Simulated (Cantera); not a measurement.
Charge: 1 mol Fe, 8.3 mol NH3, 5.3 mol H2, 0.047 mol SO2, at 1373.15 K and 2.50 mbar.

These are equilibrium values from Cantera (NASA tables, ideal gas, pure condensed phases), not measurements of a reactor. Candidate condensed phases: Fe, FeO, Fe(OH)2, Fe(OH)3, FeS, FeSO4, FeS2, Fe2O3, Fe2(SO4)3, Fe3O4, H2O, H2SO4, S; 38 gas species. Rates play no part.

Task: What is the equilibrium state?

Result: 
```json
{
  "x(H2)": "0.804",
  "x(N2)": "0.189",
  "x(H2O)": "0.00429",
  "x(H2S)": "0.00199",
  "x(H)": "5.98e-5",
  "x(SH)": "5.83e-5",
  "x(S2)": "4.85e-5",
  "x(Fe)": "3.13e-6",
  "x(S)": "1.14e-6",
  "n(Fe(γ))": "1.000 mol",
  "gas_amount": "21.90 mol",
  "log10 activity of S(l) (absent)": "-4.52",
  "log10 activity of Fe(OH)2(s) (absent)": "-12.24",
  "log10 activity of Fe(OH)3(s) (absent)": "-20.72"
}
```
